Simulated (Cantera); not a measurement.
A closed system holds: 1 mol Ta(OEt)₅, 13 mol H₂O, 4 mol H₂, at 0.180 Pa.

These are equilibrium values from Cantera (NASA tables, ideal gas, pure condensed phases), not measurements of a reactor. Candidate condensed phases: C, C₆H₆, C₇H₈, C₈H₁₈, H₂O, Ta, TaC, Ta₂O₅; 113 gas species. The feed counts by its element totals alone. Rates play no part.

### Question
At 1927 °C, list the 5 most abundant gas species with their mole fractions, and the condensed phases.

### Answer
H 0.739, CO 0.136, O 0.0729, H₂ 0.0310, TaO₂ 0.0134. Condensed: gas only.
